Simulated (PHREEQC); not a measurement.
A solution holds 6.1 mmol/kgw H2SO4, 16 mmol/kgw Al2(SO4)3 and 6.9 mmol/kgw Na2SO4, at 25 °C. Closed to the air; pH follows from the charge balance.

All values are PHREEQC results (ion-association model, phreeqc.dat), not measurements.

Precipitation was switched off in this run.

Question: Predict the pH, ionic strength.

Answer: pH 2.26; ionic strength 0.0849 mol/kgw.

Question: In which forms is Na present?

Answer: Na+ 96 %, NaSO4- 3.9 % of the Na.
